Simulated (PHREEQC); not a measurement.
# Reverse-osmosis permeate

Synthetic water in mg/kgw, 25 °C, pH 6.11, pe 11.8:

```csv
constituent,mg/kgw
Na,0.992
K,0.359
Ca,0.716
Mg,0.459
Cl,0.0576
S(6) as SO4,1.14
Alkalinity as HCO3,6.22
Ni,0.00524
B,0.00378
Cd,0.0473
O(0) (dissolved oxygen),0.0038
Pb,0.0507
Ba,0.157
```

Valence states are taken as typed.

Model: ion-association model, wateq4f.dat, run in PHREEQC.

```json
{
 "ionic_strength": "0.000179 mol/kgw",
 "charge_balance_error": "0.9 %"
}
```

```tsv
species	molality	activity	log γ
CO2	0.000176	0.000176	0.000
HCO3-	0.000103	0.000101	-0.007
Na+	4.31e-5	4.25e-5	-0.007
Mg+2	1.88e-5	1.77e-5	-0.027
Ca+2	1.78e-5	1.67e-5	-0.027
SO4-2	1.18e-5	1.11e-5	-0.027
K+	9.18e-6	9.04e-6	-0.007
Cl-	1.62e-6	1.60e-6	-0.007
Ba+2	1.14e-6	1.07e-6	-0.027
H+	7.88e-7	7.76e-7	-0.007
```

No solid was allowed to form. Complexes and solids missing from the database can't appear.
